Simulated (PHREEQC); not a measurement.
0.88 g of hydrous ferric oxide (600 m²/g; 0.2 weak and 0.005 strong sites per Fe, Dzombak-Morel constants, diffuse double layer) in 1 kg of water with 0.05 mol/kgw of an inert sodium salt and 0.014 mmol/kgw NiCl2 and 0.005 mmol/kgw CaCl2, at 25 °C; the pH is set by adding NaOH or the inert anion's acid. O2 is buffered at 0.21 atm. The system is closed to CO2. No solid was allowed to form.

The series has 17 steps of pH, from 4 to 10.

The numbers come from PHREEQC with the ion-association model, wateq4f.dat.

Q: Near which pH is half of the Ni sorbed, and on which side is more sorbed?

A: Near pH 6.1, with more sorbed at higher pH.

Q: Near which pH is half of the Ca sorbed, and on which side is more sorbed?

A: Near pH 8.1, with more sorbed at higher pH.
